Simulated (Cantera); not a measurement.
Input (Python, Cantera) and output of one run.

```python
import numpy as np
import cantera as ct

gas_names = """
    H O2 OH H2O2
""".split()
cond_names = """
    Cu2O(s) Cu2O(L) CuO2H2(s) Cu(cr) Cu(L)
""".split()


# ... load() reads the species with a 1 bar reference pressure and builds the phases ...
species = {s.name: s for s in load("nasa_gas.yaml", gas_names) + load("nasa_condensed.yaml", cond_names)}
# Each term lists the table entries of one substance; the one whose range holds T is used.
reactions = {
    '2 Cu2O + 8 H(g) + 3 O2(g) = 4 Cu(OH)2':
        [(-2, ['Cu2O(s)', 'Cu2O(L)']), (-8, ['H']), (-3, ['O2']), (4, ['CuO2H2(s)'])],
    '2 Cu(OH)2 = H(g) + 3 OH(g) + Cu2O':
        [(-2, ['CuO2H2(s)']), (1, ['H']), (3, ['OH']), (1, ['Cu2O(s)', 'Cu2O(L)'])],
    'H2O2(g) + Cu = Cu(OH)2':
        [(-1, ['H2O2']), (-1, ['Cu(cr)', 'Cu(L)']), (1, ['CuO2H2(s)'])],
}


def pick(names, T):
    return next(species[n] for n in names if species[n].thermo.min_temp <= T <= species[n].thermo.max_temp)


results = []
for label, terms in reactions.items():
    print(label)
    print("     T/K   dH/kJ  dS/(J/K)   dG/kJ   log10 K")
    for T in [1073, 1098, 1123, 1148, 1173, 1198, 1223, 1248, 1273, 1298]:
        used = [(nu, pick(names, T)) for nu, names in terms]
        dH = sum(nu * s.thermo.h(T) for nu, s in used) / 1e6
        dS = sum(nu * s.thermo.s(T) for nu, s in used) / 1e3
        dG = dH - T * dS / 1e3
        logK = -dG * 1e6 / (ct.gas_constant * T * np.log(10))
        results.append((label, T, dH, dS, dG, logK, [s.name for _, s in used]))
        print(f"{T:8g} {dH:8.1f} {dS:8.1f} {dG:8.1f} {logK:8.2f}")
```

It prints:

```
2 Cu2O + 8 H(g) + 3 O2(g) = 4 Cu(OH)2
     T/K   dH/kJ  dS/(J/K)   dG/kJ   log10 K
    1073  -3182.7  -1256.3  -1834.6    89.31
    1098  -3181.6  -1255.3  -1803.2    85.78
    1123  -3180.5  -1254.3  -1771.9    82.41
    1148  -3179.4  -1253.4  -1740.5    79.19
    1173  -3178.3  -1252.4  -1709.2    76.11
    1198  -3177.3  -1251.6  -1677.9    73.16
    1223  -3176.3  -1250.7  -1646.6    70.33
    1248  -3175.3  -1250.0  -1615.4    67.61
    1273  -3174.4  -1249.2  -1584.1    65.00
    1298  -3173.5  -1248.5  -1552.9    62.49
2 Cu(OH)2 = H(g) + 3 OH(g) + Cu2O
     T/K   dH/kJ  dS/(J/K)   dG/kJ   log10 K
    1073   1038.7    500.8    501.4   -24.41
    1098   1037.6    499.8    488.9   -23.26
    1123   1036.5    498.8    476.4   -22.16
    1148   1035.4    497.8    463.9   -21.11
    1173   1034.4    496.9    451.5   -20.10
    1198   1033.3    496.1    439.1   -19.14
    1223   1032.3    495.2    426.7   -18.22
    1248   1031.3    494.4    414.3   -17.34
    1273   1030.4    493.6    402.0   -16.49
    1298   1029.4    492.9    389.6   -15.68
H2O2(g) + Cu = Cu(OH)2
     T/K   dH/kJ  dS/(J/K)   dG/kJ   log10 K
    1073   -292.0   -123.0   -160.0     7.79
    1098   -291.3   -122.4   -156.9     7.47
    1123   -290.6   -121.8   -153.9     7.16
    1148   -289.9   -121.2   -150.8     6.86
    1173   -289.3   -120.6   -147.8     6.58
    1198   -288.6   -120.1   -144.8     6.31
    1223   -288.0   -119.5   -141.8     6.06
    1248   -287.4   -119.1   -138.8     5.81
    1273   -286.8   -118.6   -135.9     5.57
    1298   -286.2   -118.1   -132.9     5.35
```

Standard-state values (1 bar) from the NASA 1993 polynomials, evaluated with Cantera. Condensed species are held in their standard states even where they would react or evaporate.
